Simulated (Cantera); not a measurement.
Input: 1 mol SiH2Cl2, 2.3 mol O3, 21 mol N2, equilibrated at 1573 K.

Equilibrium computed with Cantera from the NASA thermochemical tables; the gas is ideal and each condensed phase is pure. Candidate condensed phases: H2O, NH4Cl, Si, SiO2, Si2N2O, Si3N4; 47 gas species. The tables hold silica as quartz up to 1696 K and as liquid above; real silica turns to tridymite and cristobalite and melts near 1996 K. Rates play no part.

log p: log10 of the partial pressure in bar; n: condensed amount in mol.

| P (Pa) | log p N2 | log p O2 | log p HCl | log p Cl | log p H2O | n SiO2(β-quartz) |
|---|---|---|---|---|---|---|
| 5 | -4.39 | -5.37 | -5.65 | -5.78 | -6.09 | 1.000 |
| 21 | [?] | [?] | [?] | [?] | [?] | 1.000 |
| 85 | [?] | [?] | [?] | [?] | [?] | 1.000 |
| 350 | -2.54 | -3.50 | -3.69 | -4.17 | -4.46 | 1.00 |
| 1400 | -1.94 | -2.89 | -3.06 | -3.65 | -3.93 | 1.00 |
| 5900 | -1.31 | -2.27 | -2.42 | -3.14 | -3.37 | 1.00 |
| 24000 | -0.70 | -1.66 | -1.81 | -2.66 | -2.79 | 1.00 |
| 100000 | -0.08 | -1.04 | -1.19 | -2.22 | -2.14 | 1.00 |

Problem. What belongs in the gaps?

Solution. 
- 21, log p N2: -3.76
- 21, log p O2: -4.73
- 21, log p HCl: -4.98
- 21, log p Cl: -5.23
- 21, log p H2O: -5.53
- 85, log p N2: -3.16
- 85, log p O2: -4.12
- 85, log p HCl: -4.34
- 85, log p Cl: -4.70
- 85, log p H2O: -5.00
